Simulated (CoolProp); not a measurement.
Aqueous ammonia as a coolant, 13 % by mass, freezing at -19.1 °C, 1 atm.

Model: Melinder's fits for secondary coolants, in CoolProp.

```
T (°C)  Prandtl number  conductivity (W/(m K))  viscosity (mPa s)  density (kg/m³)
------  --------------  ----------------------  -----------------  ---------------
-12.4             30.2                   0.458               3.26            955.1
-5.2              22.1                   0.471               2.46            953.8
2                 17.0                   0.483               1.94            952.2
9.3               13.4                   0.495               1.57            950.2
16.5              10.7                   0.507               1.29            947.9
23.7              8.63                   0.520               1.07            945.2
```
